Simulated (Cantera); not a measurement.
Charge: 1 mol Al, a varied amount of N₂O, 3.6 mol H₂, equilibrated at 1425 °C and 0.0150 bar.

Method: chemical equilibrium by Gibbs-energy minimisation in Cantera with the NASA 1993 tables (ideal gas, pure condensed phases). Candidate condensed phases: Al, AlN, Al₂O₃, H₂O; 35 gas species. Kinetics and transport are ignored.

log p: log10 of the partial pressure in bar; n: condensed amount in mol.

```
n(N₂O) (mol)  log p N₂    log p H₂   log p H₂O    log p O₂  n Al₂O₃(s)
------------  --------  ----------  ----------  ----------  ----------
2.6              -2.20       -2.22       -2.58      -10.12       0.500
4.2              -2.09       -2.76       -2.28       -8.46       0.500
5.8              -2.05       -5.33       -2.26       -3.28       0.500
7.5              -2.04  (withheld)  (withheld)  (withheld)       0.500
9.1              -2.03       -5.80       -2.44       -2.69       0.500
11               -2.03       -5.92       -2.51       -2.60       0.500
12               -2.03       -5.97       -2.55       -2.57       0.500
14               -2.02       -6.06       -2.61       -2.52       0.500
16               -2.02       -6.13       -2.67       -2.49       0.500
17               -2.02       -6.16       -2.69       -2.48       0.500
19               -2.02       -6.22       -2.74       -2.46       0.500
```

Q: Some entries are withheld; supply them.

A: 
- 7.5, log p H₂: -5.64
- 7.5, log p H₂O: -2.36
- 7.5, log p O₂: -2.84
